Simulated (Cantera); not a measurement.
**Al + CO₂ + H₂ (metals in furnace atmospheres)**

Input: 1 mol Al, 5.6 mol CO₂, 8.9 mol H₂, held at 1400000 Pa.

Equilibrium computed with Cantera from the NASA thermochemical tables; the gas is ideal and each condensed phase is pure. Candidate condensed phases: Al, Al₂O₃, C, C₆H₆, C₇H₈, C₈H₁₈, H₂O; 121 gas species. Gases not in the tables: Al(OH)₃. Equilibrium is a limit: real reactors are often held back by kinetics, nucleation or transport.

| T (K) | log p H₂O | log p H₂ | log p CO | log p CO₂ | log p CH₄ | log p H | n Al₂O₃(s) | n C(graphite) |
|---|---|---|---|---|---|---|---|---|
| 800 | 0.79 | 0.14 | -0.71 | 0.57 | 0.40 | <-10 | 0.500 | 1.08 |
| 900 | 0.70 | 0.41 | -0.10 | 0.55 | 0.32 | -9.73 | 0.500 | 0.754 |
| 1000 | 0.54 | 0.60 | 0.35 | 0.45 | 0.17 | -8.35 | 0.500 | 0.0116 |
| 1100 | 0.47 | 0.72 | 0.53 | 0.27 | -0.27 | -7.23 | 0.500 | 0 |
| 1200 | 0.44 | 0.76 | 0.60 | 0.14 | -0.94 | -6.32 | 0.500 | 0 |
| 1300 | 0.45 | 0.76 | 0.63 | 0.07 | -1.69 | -5.58 | 0.500 | 0 |
| 1400 | 0.47 | 0.75 | 0.64 | 0.02 | -2.36 | -4.94 | 0.500 | 0 |
| 1500 | 0.48 | 0.75 | 0.65 | -0.03 | -2.95 | -4.38 | 0.500 | 0 |
| 1600 | 0.49 | 0.74 | 0.66 | -0.07 | -3.46 | -3.89 | 0.500 | 0 |
| 1700 | 0.50 | 0.73 | 0.66 | -0.10 | -3.91 | -3.46 | 0.500 | 0 |
log p: log10 of the partial pressure in bar; n: condensed amount in mol.

From 800 K to 1000 K the condensed part is Al₂O₃(s) + C(graphite). From 1100 K to 1700 K the condensed part is Al₂O₃(s).
